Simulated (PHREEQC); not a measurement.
A solution holds 4.6 mmol/kgw Na2B4O7 and 75 mmol/kgw Na2HPO4, at 25 °C. Closed to the air; pH follows from the charge balance.

Equilibrium calculation in PHREEQC: ion-association model, phreeqc.dat.

Task: The ionic strength comes out as 0.223 mol/kgw. What activity coefficients do H2BO3-, Na+, PO4-3, HPO4-2, OH- get?

Result: H2BO3- 0.74, Na+ 0.74, PO4-3 0.046, HPO4-2 0.29, OH- 0.70.

This is a speciation only: nothing precipitates in the calculation.
